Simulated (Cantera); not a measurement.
What does this Cantera script print?

```python
import numpy as np
import cantera as ct

gas_names = [...]  # 118 gases of nasa_gas.yaml made of C, Cl, F, H
cond_names = """
    C(gr) C6H6(L) C7H8(L) C8H18(L),n-octa
""".split()


# ... load() reads the species with a 1 bar reference pressure and builds the phases ...
atoms = {
    'CH2F2': {'C': 1, 'H': 2, 'F': 2},
    'HCl': {'H': 1, 'CL': 1},
}
top_T = {'C(gr)': 4500}  # K; cautious upper limits of use, not melting points


# ... equilibrate(T, P, feed) seeds the gas with the atoms and calls Mixture.equilibrate('TP', solver="vcs", rtol=1e-11, max_steps=5000) ...
results = []
feed = {'CH2F2': 1, 'HCl': 0.025}  # mol
P = 1.1  # Pa
for T in [1125, 1225, 1325, 1425, 1525, 1625, 1725, 1825, 1925, 2025, 2125]:
    mix = equilibrate(T, P, feed)
    results.append((T, P, feed, dict(zip(mix.species_names, mix.species_moles))))

top = {s: max(r[3][s] / sum(r[3][g] for g in gas_names) for r in results) for s in gas_names}
cols = sorted((s for s in top if top[s] > 1e-05), key=lambda s: -top[s])[:5]
seen = [c for c in cond_names if any(r[3].get(c, 0) > 1e-12 for r in results)]
print("log10 of partial pressures in bar; condensed amounts in mol")
print(f"{'T/K':>10s}" + "".join(f"{s[:9]:>10s}" for s in cols + seen))
for T, P, feed, n in results:
    ng = sum(n[g] for g in gas_names)
    print(f"{T:10.4g}" + "".join(f"{np.log10(max(n[s] / ng * P / 1e5, 1e-99)):10.3f}" for s in cols)
          + "".join(f"{n.get(c, 0):10.4g}" for c in seen))
```

It prints:

```
log10 of partial pressures in bar; condensed amounts in mol
       T/K        HF         H         F       HCL        CL     C(gr)
      1125    -4.964   -12.210   -13.585    -6.868    -9.414         1
      1225    -4.964   -11.088   -12.504    -6.872    -8.861         1
      1325    -4.964   -10.137   -11.581    -6.880    -8.393         1
      1425    -4.964    -9.324   -10.780    -6.901    -7.995         1
      1525    -4.964    -8.631   -10.070    -6.944    -7.661         1
      1625    -4.965    -8.046    -9.422    -7.025    -7.386         1
      1725    -4.966    -7.570    -8.806    -7.168    -7.172         1
      1825    -4.967    -7.208    -8.196    -7.400    -7.022         1
      1925    -4.970    -6.946    -7.587    -7.722    -6.938         1
      2025    -4.976    -6.709    -7.041    -8.054    -6.905    0.9999
      2125    -4.989    -6.445    -6.603    -8.328    -6.898    0.9992
```

Equilibrium computed with Cantera from the NASA thermochemical tables; the gas is ideal and each condensed phase is pure.
